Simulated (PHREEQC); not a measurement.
Consider water at 25 °C with 1.8 mmol/kgw HF, 7.7 mmol/kgw NH4F and 0.25 mmol/kgw H2SO4. Closed to the air; pH follows from the charge balance.

Model: ion-association model, phreeqc.dat, run in PHREEQC.

Question: The ionic strength comes out as 0.00813 mol/kgw. What activity coefficients do NH4SO4-, NH4+, SO4-2, HF2-, F- get?

Answer: NH4SO4- 0.91, NH4+ 0.91, SO4-2 0.69, HF2- 0.91, F- 0.91.

No solid was allowed to form.
